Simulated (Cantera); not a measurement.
**Hydrocarbon pyrolysis for carbon deposition**

An isothermal, constant-pressure homogeneous reactor starts with 0.629 % C2H6, 99.4 % N2, at 1098 K and 0.610 bar.

Computed with Cantera and GRI-Mech 3.0 (53 species, 325 reactions). GRI-Mech 3.0 stops at C3 and has no aromatics, soot or wall deposition, so with more carbon than oxygen in the feed, carbon stays in small species such as C2H2 where larger ones or solid carbon would form.

```json
[
 {"t (s)": "2.00e-6", "x C2H6": "0.00629", "x H2": "<1e-12", "x CH4": "<1e-12", "x C2H4": "<1e-12", "x CH3": "8.96e-10"},
 {"t (s)": "6.84e-6", "x C2H6": "0.00629", "x H2": "<1e-12", "x CH4": "4.41e-12", "x C2H4": "<1e-12", "x CH3": "3.06e-9"},
 {"t (s)": "2.34e-5", "x C2H6": "0.00629", "x H2": "6.26e-12", "x CH4": "5.13e-11", "x C2H4": "9.12e-12", "x CH3": "1.04e-8"},
 {"t (s)": "8.00e-5", "x C2H6": "0.00629", "x H2": "2.26e-10", "x CH4": "5.96e-10", "x C2H4": "3.05e-10", "x CH3": "3.53e-8"},
 {"t (s)": "0.000274", "x C2H6": "0.00629", "x H2": "9.88e-9", "x CH4": "6.79e-9", "x C2H4": "1.10e-8", "x CH3": "1.16e-7"},
 {"t (s)": "0.000936", "x C2H6": "0.00629", "x H2": "3.83e-7", "x CH4": "7.24e-8", "x C2H4": "3.96e-7", "x CH3": "3.44e-7"},
 {"t (s)": "0.00320", "x C2H6": "0.00628", "x H2": "1.11e-5", "x CH4": "6.50e-7", "x C2H4": "1.12e-5", "x CH3": "8.07e-7"},
 {"t (s)": "0.0110", "x C2H6": "0.00616", "x H2": "0.000125", "x CH4": "5.04e-6", "x C2H4": "0.000126", "x CH3": "1.57e-6"},
 {"t (s)": "0.0375", "x C2H6": "0.00567", "x H2": "0.000597", "x CH4": "2.51e-5", "x C2H4": "0.000601", "x CH3": "1.58e-6"},
 {"t (s)": "0.128", "x C2H6": "0.00415", "x H2": "0.00208", "x CH4": "9.54e-5", "x C2H4": "0.00202", "x CH3": "1.27e-6"},
 {"t (s)": "0.438", "x C2H6": "0.00130", "x H2": "0.00512", "x CH4": "0.000272", "x C2H4": "0.00439", "x CH3": "5.76e-7"},
 {"t (s)": "1.50", "x C2H6": "0.000109", "x H2": "0.00714", "x CH4": "0.000397", "x C2H4": "0.00454", "x CH3": "1.28e-7"},
 {"t (s)": "5.13", "x C2H6": "1.42e-5", "x H2": "0.00811", "x CH4": "0.000432", "x C2H4": "0.00370", "x CH3": "4.25e-8"},
 {"t (s)": "17.5", "x C2H6": "8.25e-6", "x H2": "0.00913", "x CH4": "0.000461", "x C2H4": "0.00263", "x CH3": "3.26e-8"},
 {"t (s)": "60.0", "x C2H6": "5.98e-6", "x H2": "0.00985", "x CH4": "0.000516", "x C2H4": "0.00183", "x CH3": "2.95e-8"}
]
```
x: mole fraction; the columns are a selection and need not sum to one.

Equilibrium at this temperature and pressure: C2H6 5.26e-7, H2 0.00749, CH4 0.00319, C2H4 0.000200, CH3 2.14e-8 (gas phase only).
